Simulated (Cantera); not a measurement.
# Aluminium and copper etching: Al + I₂

Charge: 1 mol Al, 0.91 mol I₂, equilibrated at 0.0180 Torr.

Equilibrium computed with Cantera from the NASA thermochemical tables; the gas is ideal and each condensed phase is pure. Candidate condensed phases: Al, AlI₃, I₂; 7 gas species. Equilibrium is a limit: real reactors are often held back by kinetics, nucleation or transport.

At 525 °C the condensed part is Al(s). From 550 °C to 675 °C nothing is condensed. The main Al-bearing gas is AlI₃ at 525 °C and AlI at 675 °C.

| T (°C) | x AlI | x AlI₃ | x I | x Al₂I₆ | n Al(s) |
|---|---|---|---|---|---|
| 525 | 0.447 | 0.553 | 1.88e-5 | 1.26e-6 | 0.136 |
| 550 | 0.590 | 0.410 | 4.17e-5 | 4.51e-7 | 0 |
| 575 | 0.590 | 0.410 | 0.000116 | 3.01e-7 | 0 |
| 600 | 0.590 | 0.410 | 0.000303 | 2.06e-7 | 0 |
| 625 | 0.590 | 0.409 | 0.000750 | 1.44e-7 | 0 |
| 650 | 0.590 | 0.408 | 0.00177 | 1.03e-7 | 0 |
| 675 | 0.590 | 0.406 | 0.00398 | 7.40e-8 | 0 |
x: gas mole fraction; n: condensed amount in mol.
